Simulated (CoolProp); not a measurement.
Vapour-liquid equilibrium of carbon dioxide (1) + R152A (2) at 5.39 bar; x and y are mole fractions of (1).

Model: multi-fluid Helmholtz-energy mixture model, Span 1996 and Outcalt 1996; pair parameters Bell 2016, in CoolProp.

| x | bubble temperature, mixture model (°C) | bubble temperature, Raoult's law (°C) | y, mixture model | y, Raoult's law |
|---|---|---|---|---|
| 0.05 | … | 7.6 | … | 0.393 |
| 0.125 | -4.8 | -7.0 | 0.610 | 0.669 |
| 0.2 | -15.5 | -17.1 | 0.759 | 0.798 |
| 0.275 | … | -24.7 | 0.842 | 0.868 |
| 0.35 | -29.9 | -30.6 | 0.891 | 0.909 |
| 0.425 | -34.9 | -35.4 | 0.923 | 0.936 |
| 0.5 | … | -39.3 | … | 0.955 |
| 0.575 | … | -42.7 | 0.959 | 0.968 |
| 0.65 | … | -45.7 | 0.971 | 0.977 |
| 0.725 | -48.0 | -48.3 | 0.979 | 0.985 |
| 0.8 | -50.3 | -50.6 | … | 0.990 |
| 0.875 | -52.4 | -52.6 | 0.992 | 0.995 |
| 0.95 | -54.4 | -54.5 | 0.997 | 0.998 |

### Question
Some entries are withheld; supply them.

### Answer

- 0.05, bubble temperature, mixture model (°C): 9.7
- 0.05, y, mixture model: 0.322
- 0.275, bubble temperature, mixture model (°C): -23.6
- 0.5, bubble temperature, mixture model (°C): -39.0
- 0.5, y, mixture model: 0.944
- 0.575, bubble temperature, mixture model (°C): -42.4
- 0.65, bubble temperature, mixture model (°C): -45.4
- 0.8, y, mixture model: 0.986

The largest gap from Raoult's law is +2.2 K in bubble temperature, at x = 0.125. No azeotrope shows between x = 0.05 and 0.95.

The pair parameters rest on a limited set of measurements; away from them the model extrapolates.
